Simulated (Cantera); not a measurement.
A closed system holds: 1 mol Si, 0.31 mol O2, 1.4 mol H2, at 100 Torr.

Cantera equilibrium calculation (NASA polynomials, part measured and part estimated; ideal gas, pure solids and liquids). Candidate condensed phases: H2O, Si, SiO2; 18 gas species. Gases not in the tables: Si2H6 and higher silanes. Kinetics and transport are ignored. All values below are at 2223 K.

Base state: H2 0.678, SiO 0.304, H 0.0144, Si 0.00345, SiH 0.000439, SiH2 0.000225, Si2 5.77e-5, H2O 1.13e-5 (mole fractions); condensed: Si(l).

Task: What changes in the equilibrium state with this change: Si replaced by SiC?

Result: 
```tsv
species	before	after
H2	0.678	0.678
CO	0	0.154
SiO	0.304	0.150
Si	0.00345	0.00322
H	0.0144	0.0144
Si2C	0	0.000204
C2H2 (acetylene)	0	2.99e-5
H2O	1.13e-5	5.97e-6
Si(l), mol	0.371	0
SiC(s), mol	0	0.685
```
Further candidate phases: C, C6H6, C7H8, C8H18, SiC.
